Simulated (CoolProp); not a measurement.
Saturation properties of nitrogen.

Model: reference Helmholtz-energy equation of state, Span 2000, in CoolProp.

```tsv
T (K)	p (MPa)	liquid density (kg/m³)	liquid cp (kJ/(kg K))	liquid viscosity (µPa s)	liquid conductivity (mW/(m K))
80.7	0.1477	790.7	2.060	141	138
85.2	0.2333	769.2	2.092	120	129
89.7	0.3513	746.6	2.137	104	120
94.2	0.5081	722.7	2.199	90.2	112
98.7	0.7104	697.1	2.286	78.7	103
103.2	0.9651	669.4	2.412	68.9	93.8
107.7	1.280	638.7	2.604	60.2	85.0
112.2	1.661	603.7	2.919	52.1	76.1
```

It boils at 77.4 K under 1 atm.

Viscosity comes from a separate model (Lemmon 2004). Thermal conductivity comes from a separate model (Lemmon 2004).
